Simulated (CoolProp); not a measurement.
The numbers come from the reference Helmholtz-energy equation of state, Guder 2009 in CoolProp.

**Question.** For sulfur hexafluoride, give the phase and the cp (kJ/(kg K)), cv (kJ/(kg K)), speed of sound (m/s), conductivity (mW/(m K)) at 358.2 K and 1.01 bar.

**Answer.** 
- 358.2 K and 1.01 bar: gas; cp 0.753, cv 0.694, speed of sound 148, conductivity 17.5

Thermal conductivity comes from a separate model (Assael 2012).
